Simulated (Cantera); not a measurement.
An isothermal, constant-pressure homogeneous reactor starts with 70.9 % NH3, 29.1 % N2, at 2223 K and 210 Torr.

Detailed kinetics in Cantera: the gas-phase N/H chemistry of the illustrative SiF4/NH3 mechanism in the Surface Chemkin manual (1991). Walls and surfaces, which speed up NH3 decomposition in real reactors, are not modelled.

One state of this run: x NH3 = 4.93e-6; x NH = 8.98e-8; x H2 = 0.615; x N2H2 = 1.30e-12; x N = 7.80e-8; x H = 0.00955. x: mole fraction; the columns are a selection and need not sum to one.

Problem. Which value of t (s) does it belong to?
A) 0.00211
B) 0.0721
C) 0.759
D) 8.00

Solution. C, 0.759
